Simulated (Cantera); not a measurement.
Cantera run, input and output.

```python
import numpy as np
import cantera as ct

gas = ct.Solution("gri30.yaml")


def delay(T, t_max=10):
    gas.TPX = T, 101325, {'CH4': 1, 'H2': 0.063, 'O2': 1.07, 'N2': 4.38}
    reactor = ct.IdealGasConstPressureReactor(gas, clone=False)
    net = ct.ReactorNet([reactor])
    net.rtol, net.atol = 1e-8, 1e-16
    while net.time < t_max:
        t_old, T_old = net.time, reactor.T
        net.step()
        if reactor.T > T + 400:  # ignition: a rise of 400 K
            return t_old + (T + 400 - T_old) / (reactor.T - T_old) * (net.time - t_old)
    return np.nan


taus = []
for T in [1300, 1400, 1500, 1600, 1700, 1800, 1900, 2000, 2100]:
    taus.append(delay(T))
    print(f"T0 = {T:6g} K   tau = {taus[-1]:.4e} s")
```

It prints:

```
T0 =   1300 K   tau = 1.0805e-02 s
T0 =   1400 K   tau = 3.4568e-03 s
T0 =   1500 K   tau = 1.2191e-03 s
T0 =   1600 K   tau = 4.8756e-04 s
T0 =   1700 K   tau = 2.2240e-04 s
T0 =   1800 K   tau = 1.1391e-04 s
T0 =   1900 K   tau = 6.4076e-05 s
T0 =   2000 K   tau = 3.8840e-05 s
T0 =   2100 K   tau = 2.5016e-05 s
```

Detailed kinetics in Cantera: GRI-Mech 3.0 (53 species, 325 reactions).
